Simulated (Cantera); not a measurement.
Input: 1 mol PbO, 0.14 mol CO, 39 mol N2, at 1598 K and 0.0100 bar.

These are equilibrium values from Cantera (NASA tables, ideal gas, pure condensed phases), not measurements of a reactor. Candidate condensed phases: C, Pb, PbO, PbO2, Pb3O4; 27 gas species. Gases not in the tables: (PbO)n polymers. Rates play no part.

Base state: N2 0.966, Pb 0.0140, PbO 0.0108, O2 0.00509, CO2 0.00346, NO 0.000331, O 1.01e-5 (mole fractions); condensed: gas only.

**Question.** What changes in the equilibrium state with this change: temperature from 1598 K to 775 K?

**Answer.** 
```json
[
 {"species": "N2", "before": "0.966", "after": "0.996"},
 {"species": "CO2", "before": "0.00346", "after": "0.00358"},
 {"species": "Pb", "before": "0.0140", "after": "2.49e-6"},
 {"species": "PbO", "before": "0.0108", "after": "1.79e-9"},
 {"species": "O2", "before": "0.00509", "after": "<1e-9"},
 {"species": "NO", "before": "0.000331", "after": "<1e-9"},
 {"species": "O", "before": "1.01e-5", "after": "<1e-9"},
 {"species": "Pb(l), mol", "before": "0", "after": "0.140"},
 {"species": "PbO(yellow), mol", "before": "0", "after": "0.860"}
]
```
